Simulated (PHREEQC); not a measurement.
Consider water at 25 °C with 0.0072 mol KOH and 0.0041 mol K2SiO3 per kg of water. Closed to the air; pH follows from the charge balance.

Computed with PHREEQC (ion-association model, phreeqc.dat).

```json
[
 {"quantity": "pH", "before": "11.98", "after": "11.81"},
 {"quantity": "ionic strength (mol/kgw)", "before": "0.0158", "after": "0.00720"}
]
```

Q: Name the change that produced these shifts.
A. K2SiO3 left out
B. temperature from 25 to 35 °C
C. diluted 2-fold with water
D. KOH replaced by KCl at the same molality
E. KOH replaced by K2SO4 at the same molality

A: A, K2SiO3 left out

No solid was allowed to form.
